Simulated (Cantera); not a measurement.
Charge: 1 mol Fe(CO)5, 0.08 mol O2, 3 mol N2, 0.2 mol H2, equilibrated at 1150 °C and 0.00133 bar.

These are equilibrium values from Cantera (NASA tables, ideal gas, pure condensed phases), not measurements of a reactor. Candidate condensed phases: C, C6H6, C7H8, C8H18, Fe, Fe(CO)5, FeO, Fe(OH)2, Fe(OH)3, Fe2O3, Fe3O4, H2O; 140 gas species. Rates play no part.

Q: What is the equilibrium state?

A: 
```
Property                                    Value
--------------------------------------  ---------
x(CO)                                       0.592
x(N2)                                       0.366
x(H2)                                      0.0228
x(CO2)                                     0.0179
x(H2O)                                    0.00157
x(H)                                      2.75e-5
x(Fe)                                     2.01e-5
n(Fe(γ))                                1.000 mol
gas amount                              8.200 mol
log10 activity of C(graphite) (absent)      -4.45
log10 activity of Fe(OH)2(s) (absent)      -11.92
log10 activity of Fe(OH)3(s) (absent)      -20.21
```
